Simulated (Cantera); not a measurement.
What does this Cantera script print?

```python
import numpy as np
import cantera as ct

gas = ct.Solution("gri30.yaml")
gas.TPX = 698, 21000, {'CH4': 1, 'H2': 0.089, 'O2': 3.3, 'N2': 12.4}
inlet = ct.Reservoir(gas, clone=True)
gas.equilibrate("HP")  # start burning
reactor = ct.IdealGasConstPressureReactor(gas, energy="on", clone=False)
exhaust = ct.Reservoir(gas, clone=True)
tau = [0.34, 0.12, 0.045, 0.016, 0.0058, 0.0021, 0.00076, 0.00028, 0.0001, 3.6e-05, 1.3e-05][0]
for a, b in ((inlet, reactor), (reactor, exhaust)):
    ct.MassFlowController(a, b, mdot=lambda t: reactor.mass / tau)
net = ct.ReactorNet([reactor])
show = ['CH4', 'H2', 'O2', 'C2H2', 'H2O', 'OH']

rows = []
print(f"{'tau/s':>10s}{'T/K':>9s}" + "".join(f"{s:>11s}" for s in show))
for tau in [0.34, 0.12, 0.045, 0.016, 0.0058, 0.0021, 0.00076, 0.00028, 0.0001, 3.6e-05, 1.3e-05]:
    net.initial_time = 0.0
    net.advance(30 * tau)
    before = gas.X
    net.advance(40 * tau)
    drift = np.max(np.abs(gas.X - before) / (gas.X + 1e-9))
    rows.append([gas.T, *gas[show].X, drift])
    print(f"{tau:10.3e}{gas.T:9.1f}" + "".join(f"{x:11.3e}" for x in gas[show].X))
```

Result:

```
     tau/s      T/K        CH4         H2         O2       C2H2        H2O         OH
 3.400e-01   1990.7  3.466e-06  5.896e-04  7.433e-02  3.430e-11  1.219e-01  3.660e-03
 1.200e-01   1972.5  7.090e-06  9.860e-04  7.449e-02  7.867e-11  1.208e-01  4.630e-03
 4.500e-02   1942.4  1.354e-05  1.653e-03  7.478e-02  1.464e-10  1.190e-01  5.786e-03
 1.600e-02   1894.2  2.761e-05  2.714e-03  7.538e-02  2.941e-10  1.163e-01  6.991e-03
 5.800e-03   1830.6  5.972e-05  4.041e-03  7.640e-02  7.133e-10  1.129e-01  7.843e-03
 2.100e-03   1755.5  1.440e-04  5.428e-03  7.819e-02  2.406e-09  1.093e-01  8.106e-03
 7.600e-04   1675.7  4.076e-04  6.651e-03  8.193e-02  1.292e-08  1.060e-01  7.639e-03
 2.800e-04   1585.3  1.600e-03  8.289e-03  9.184e-02  1.697e-07  1.025e-01  5.999e-03
 1.000e-04    698.0  5.956e-02  5.301e-03  1.966e-01 -7.594e-20 -1.450e-15  5.526e-19
 3.600e-05    698.0  5.956e-02  5.301e-03  1.966e-01 -1.120e-23  5.850e-19  2.534e-19
 1.300e-05    698.0  5.956e-02  5.301e-03  1.966e-01 -1.724e-26  9.237e-20  8.008e-20
```

Model: GRI-Mech 3.0 (53 species, 325 reactions), integrated in Cantera.
